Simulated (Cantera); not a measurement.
# Carbon deposition, reforming and gasification: CH4 + NH3 + N2 + O2

Charge: 1 mol CH4, 0.031 mol NH3, 1.4 mol N2, 0.34 mol O2, at 14.3 Torr.

These are equilibrium values from Cantera (NASA tables, ideal gas, pure condensed phases), not measurements of a reactor. Candidate condensed phases: C, C6H6, C7H8, C8H18, H2O; 136 gas species. Kinetics and transport are ignored.

```
T (K)   x H2   x N2   x CO       x H     x HCN  n C(graphite)
-----  -----  -----  -----  --------  --------  -------------
1125   0.494  0.342  0.164   2.27e-7   1.26e-5          0.320
1275   0.494  0.342  0.164   3.76e-6   6.69e-5          0.320
1425   0.494  0.342  0.164   3.48e-5  0.000249          0.319
1575   0.494  0.341  0.164  0.000212  0.000718          0.317
1725   0.492  0.341  0.164  0.000946   0.00172          0.312
1875   0.490  0.339  0.164   0.00333   0.00355          0.303
2025   0.483  0.337  0.163   0.00970   0.00655          0.287
2175   0.469  0.332  0.162    0.0243    0.0109          0.262
2325   0.443  0.323  0.160    0.0531    0.0167          0.223
2475   0.400  0.311  0.156     0.103    0.0234          0.169
```
x: gas mole fraction; n: condensed amount in mol.

From 1125 K to 2475 K the condensed part is C(graphite). The main C-bearing gas is CO throughout.
